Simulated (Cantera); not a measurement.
A closed system holds: 1 mol borazine, 3.9 mol O2, a varied amount of H2, equilibrated at 1652 °C and 2.50 mbar.

Equilibrium computed with Cantera from the NASA thermochemical tables; the gas is ideal and each condensed phase is pure. Candidate condensed phases: B, BN, B2O3, B3O3H3, H2O; 39 gas species. The feed counts by its element totals alone. Kinetics and transport are ignored.

Question: At 1.6 mol H2, list the 6 most abundant gas species with their mole fractions, and the condensed phases.

Answer: HBO2 0.320, H2O 0.271, N2 0.196, H2 0.166, B2O3 0.0349, H 0.00780. Condensed: gas only.
